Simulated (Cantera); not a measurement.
An adiabatic, constant-volume homogeneous reactor starts with CH₄ : H₂ : O₂ : N₂ = 1 : 1.3 : 2.82 : 10.6 (molar parts), equivalence ratio 0.94, at 1473 K and 47000 Pa. Integrator tolerance rtol = 1e-08.

Computed with Cantera and GRI-Mech 3.0 (53 species, 325 reactions).

**Question.** What does this change do: CH4 1 to 0.31 parts?

**Answer.** 
```
quantity                                                            before                                    after
---------------------------------  ---------------------------------------  ---------------------------------------
time of steepest temperature rise                                 0.187 ms                                  55.2 µs
temperature at 0.200 s                                              2831 K                                   2527 K
equilibrium temperature                                             2831 K                                   2527 K
x(CH₄) at 0.200 s                    <1e-12 (gas-phase equilibrium <1e-12)    <1e-12 (gas-phase equilibrium <1e-12)
x(H₂) at 0.200 s                     0.0257 (gas-phase equilibrium 0.0257)  0.00301 (gas-phase equilibrium 0.00301)
x(O₂) at 0.200 s                     0.0258 (gas-phase equilibrium 0.0258)    0.0955 (gas-phase equilibrium 0.0955)
x(C₂H₄) at 0.200 s                   <1e-12 (gas-phase equilibrium <1e-12)    <1e-12 (gas-phase equilibrium <1e-12)
x(NO₂) at 0.200 s                  2.72e-6 (gas-phase equilibrium 2.72e-6)  8.02e-6 (gas-phase equilibrium 8.02e-6)
```

**Question.** What does this change do: constant pressure in place of constant volume?

**Answer.** 
```csv
quantity,before,after
time of steepest temperature rise,0.187 ms,0.201 ms
temperature at 0.200 s,2831 K,2683 K
equilibrium temperature,2831 K,2683 K
x(CH₄) at 0.200 s,<1e-12 (gas-phase equilibrium <1e-12),<1e-12 (gas-phase equilibrium <1e-12)
x(H₂) at 0.200 s,0.0257 (gas-phase equilibrium 0.0257),0.0217 (gas-phase equilibrium 0.0217)
x(O₂) at 0.200 s,0.0258 (gas-phase equilibrium 0.0258),0.0246 (gas-phase equilibrium 0.0246)
x(C₂H₄) at 0.200 s,<1e-12 (gas-phase equilibrium <1e-12),<1e-12 (gas-phase equilibrium <1e-12)
x(NO₂) at 0.200 s,2.72e-6 (gas-phase equilibrium 2.72e-6),1.71e-6 (gas-phase equilibrium 1.71e-6)
```

**Question.** What does this change do: initial temperature 1473 to 1450 K?

**Answer.** 
```json
[
 {"quantity": "time of steepest temperature rise", "before": "0.187 ms", "after": "0.209 ms"},
 {"quantity": "temperature at 0.200 s", "before": "2831 K", "after": "2826 K"},
 {"quantity": "equilibrium temperature", "before": "2831 K", "after": "2826 K"},
 {"quantity": "x(CH₄) at 0.200 s", "before": "<1e-12 (gas-phase equilibrium <1e-12)", "after": "<1e-12 (gas-phase equilibrium <1e-12)"},
 {"quantity": "x(H₂) at 0.200 s", "before": "0.0257 (gas-phase equilibrium 0.0257)", "after": "0.0253 (gas-phase equilibrium 0.0253)"},
 {"quantity": "x(O₂) at 0.200 s", "before": "0.0258 (gas-phase equilibrium 0.0258)", "after": "0.0256 (gas-phase equilibrium 0.0256)"},
 {"quantity": "x(C₂H₄) at 0.200 s", "before": "<1e-12 (gas-phase equilibrium <1e-12)", "after": "<1e-12 (gas-phase equilibrium <1e-12)"},
 {"quantity": "x(NO₂) at 0.200 s", "before": "2.72e-6 (gas-phase equilibrium 2.72e-6)", "after": "2.71e-6 (gas-phase equilibrium 2.71e-6)"}
]
```
